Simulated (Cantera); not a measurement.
Input: 1 mol Ca(OH)2, 4.2 mol H2O, 9.9 mol H2, at 573 K and 19.0 Pa.

These are equilibrium values from Cantera (NASA tables, ideal gas, pure condensed phases), not measurements of a reactor. Candidate condensed phases: Ca, CaO, Ca(OH)2, H2O; 14 gas species. Rates play no part.

Base state: H2 0.656, H2O 0.344 (mole fractions); condensed: CaO(s).

What changes in the equilibrium state with this change: temperature from 573 K to 1750 K?


```tsv
species	before	after
H2	0.656	0.644
H2O	0.344	0.342
H	<1e-9	0.0135
Ca	<1e-9	1.09e-5
OH	<1e-9	0.000421
CaO(s), mol	1.00	1.000
```

What changes in the equilibrium state with this change: temperature from 573 K to 2125 K?


| species | before | after |
|---|---|---|
| H2 | 0.656 | 0.495 |
| H2O | 0.344 | 0.294 |
| H | <1e-9 | 0.185 |
| OH | <1e-9 | 0.0136 |
| Ca | <1e-9 | 0.00656 |
| O | <1e-9 | 0.00362 |
| O2 | <1e-9 | 0.000911 |
| CaO(s), mol | 1.00 | 0.871 |
